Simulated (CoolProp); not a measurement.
A single-stage vapour-compression cycle with the fluid: evaporating at 320.15 K (dew point), condensing at 342.15 K (bubble point), superheat 8 K, subcooling 5 K, compressor efficiency 0.9, no pressure losses. The same conditions are run with several fluids, on thermodynamics alone (safety and materials aside).

Values from CoolProp's reference Helmholtz-energy equation of state of each fluid (R1224YDZ: Akasaka 2023; R227EA: Lemmon 2016; isohexane: Lemmon 2006; R236FA: Pan 2012; toluene: Lemmon 2006; R1336mzz(E): Akasaka 2023).

| fluid | cooling COP | pressure ratio | discharge temperature (K) | refrigerating effect (kJ/kg) | volumetric capacity (kJ/m³) |
|---|---|---|---|---|---|
| R1224YDZ | (withheld) | 1.85 | 346.7 | 139 | 2520 |
| R227EA | (withheld) | 1.71 | 345.9 | (withheld) | 5460 |
| isohexane | 12.5 | 2.04 | 343.2 | 306 | 652 |
| R236FA | 11.9 | 1.79 | 346.3 | 117 | 4030 |
| toluene | 12.7 | 2.43 | (withheld) | 379 | 139 |
| R1336mzz(E) | (withheld) | 1.84 | 345.6 | 117 | 3130 |

Q: Some entries are withheld; supply them.

A: 
- R1224YDZ, cooling COP: 12.3
- R227EA, cooling COP: 11.2
- R227EA, refrigerating effect (kJ/kg): 83.7
- toluene, discharge temperature (K): 351.9
- R1336mzz(E), cooling COP: 12.0
